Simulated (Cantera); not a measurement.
A closed system holds: 1 mol Ca(OH)2, 4.8 mol H2O, held at 1 atm.

Cantera equilibrium calculation (NASA polynomials, part measured and part estimated; ideal gas, pure solids and liquids). Candidate condensed phases: Ca, CaO, Ca(OH)2, H2O; 14 gas species. The numbers say what is thermodynamically allowed, not how fast it happens.

x: gas mole fraction; n: condensed amount in mol.

```csv
T (K),x H2O,x H2,x O2,x OH,x H,x Ca(OH)2,x O,n CaO(s)
825,1.00,3.70e-9,1.83e-9,5.57e-11,<1e-12,<1e-12,<1e-12,1.00
975,1.00,1.49e-7,7.33e-8,5.34e-9,<1e-12,6.00e-12,<1e-12,1.00
1125,1.000,2.28e-6,1.10e-6,1.52e-7,[?],4.69e-10,4.81e-12,1.00
1275,1.000,1.85e-5,8.77e-6,1.98e-6,[?],1.31e-8,3.28e-10,1.00
1425,1.000,9.75e-5,4.50e-5,1.50e-5,[?],1.79e-7,9.25e-9,1.000
1575,0.999,0.000376,0.000169,7.73e-5,[?],1.48e-6,1.38e-7,1.000
1725,0.998,0.00115,0.000501,0.000299,[?],8.41e-6,1.29e-6,1.000
1875,0.995,0.00295,0.00125,0.000930,[?],3.59e-5,8.44e-6,1.000
2025,0.988,0.00657,0.00270,0.00244,[?],0.000122,4.17e-5,0.999
```

What belongs in the gaps?


- 1125, x H: 6.67e-11
- 1275, x H: 3.15e-9
- 1425, x H: 6.69e-8
- 1575, x H: 8.01e-7
- 1725, x H: 6.26e-6
- 1875, x H: 3.54e-5
- 2025, x H: 0.000155
